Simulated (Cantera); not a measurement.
A closed system holds: 1 mol CuO, 47 mol H₂, 1.6 mol H₂O, at 1250 °C and 3150 Torr.

Equilibrium computed with Cantera from the NASA thermochemical tables; the gas is ideal and each condensed phase is pure. Candidate condensed phases: Cu, CuO, Cu(OH)₂, Cu₂O, H₂O; 12 gas species. Equilibrium is a limit: real reactors are often held back by kinetics, nucleation or transport.

Base state: H₂ 0.946, H₂O 0.0535, H 1.10e-5 (mole fractions); condensed: Cu(l).

Problem. What changes in the equilibrium state with this change: temperature from 1250 °C to 1925 °C?

Solution. 
```
species      before    after
----------  -------  -------
H₂            0.946    0.939
H₂O          0.0535   0.0531
Cu          2.87e-6  0.00544
H           1.10e-5  0.00263
Cu₂         1.30e-9  4.12e-5
OH          1.91e-8  2.07e-5
Cu(l), mol    1.000    0.730
```

Problem. What changes in the equilibrium state with this change: pressure from 3150 Torr to 7.50 Torr?

Solution. 
| species | before | after |
|---|---|---|
| H₂ | 0.946 | 0.945 |
| H₂O | 0.0535 | 0.0534 |
| Cu | 2.87e-6 | 0.00120 |
| H | 1.10e-5 | 0.000225 |
| Cu(l), mol | 1.000 | 0.941 |
